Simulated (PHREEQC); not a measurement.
Consider water at 25 °C with 0.039 mol Pb(NO3)2, 0.054 mol CuCl2, 0.1 mol H2SO4 and 0.0015 mol NaCl per kg of water. Closed to the air; pH follows from the charge balance.

Model: ion-association model, wateq4f.dat, run in PHREEQC.

No solid was allowed to form.

Task: Estimate the pH.

Result: pH 0.97.

Task: In which forms is N present?

Result: NO3- 95 %, PbNO3+ 4.7 % of the N.

Examples of supersaturated solids here: Anglesite. Others may be too.
